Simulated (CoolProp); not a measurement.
Sulfur dioxide at several states: Z from the reference equation and from simpler models built on Tc = 157.5 °C, pc = 78.87 bar, ω = 0.256; each cubic takes its own stable root.

Computed with CoolProp (reference Helmholtz-energy equation of state, Gao 2016).

| T (°C) | p (bar) | phase | reference |
|---|---|---|---|
| 181.25 | 11.9 | gas | 0.9554 |
| -45.25 | 48.7 | liquid | 0.1057 |
| -23.55 | 4.73 | liquid | 0.009752 |
| 235.85 | 1.13 | gas | 0.9973 |
| 104.95 | 12.1 | gas | 0.9095 |
| -56.85 | 2.38 | liquid | 0.005361 |

How far does each simpler model (van der Waals, Redlich-Kwong, Peng-Robinson) lie from the reference over these 6 states: mean and median of the absolute difference, and the worst?


- van der Waals: mean 1602.5 %, median 36.1 %, worst +9471.4 % at -23.55 °C and 4.73 bar
- Redlich-Kwong: mean 7.8 %, median 8.1 %, worst +15.3 % at -56.85 °C and 2.38 bar
- Peng-Robinson: mean 0.3 %, median 0.2 %, worst -0.8 % at -23.55 °C and 4.73 bar

At some of these states van der Waals gives the other phase, because its saturation line lies elsewhere.
